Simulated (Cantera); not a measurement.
Mixture: 15.2 % CH₄, 17.9 % O₂, 67.0 % N₂, equivalence ratio 1.7, at 0.750 atm, adiabatic and at constant volume. Ignition delay is the time to a rise of 400 K.

Detailed kinetics in Cantera: GRI-Mech 3.0 (53 species, 325 reactions).

### Question
Predict: delay at 1300 K; delay at 1500 K; delay at 1700 K; delay at 1900 K; delay at 2100 K; apparent activation energy between 2000 and 2200 K.

### Answer
```
Property                                                 Value
--------------------------------------------------  ----------
delay at 1300 K                                        18.1 ms
delay at 1500 K                                        1.67 ms
delay at 1700 K                                       0.280 ms
delay at 1900 K                                        77.3 µs
delay at 2100 K                                        29.1 µs
apparent activation energy between 2000 and 2200 K  160 kJ/mol
```
